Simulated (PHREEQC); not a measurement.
# Silver or lead bath

Make-up at 85 °C: 0.00022 mol/kgw PbCl2. Closed to the air; pH follows from the charge balance.

Equilibrium calculation in PHREEQC: ion-association model, phreeqc.dat.

Precipitation was switched off in this run.

**Question.** Estimate the pH.

**Answer.** pH 5.70.

**Question.** In which forms is Pb present?

**Answer.** Pb+2 94 %, PbCl+ 4.9 %, PbOH+ 0.8 % of the Pb.

Saturation is exceeded, for instance for Pb(OH)2; the values hold only as long as no solid forms. Complexes and solids missing from the database can't appear. Constants without temperature data keep their 25 °C values here.
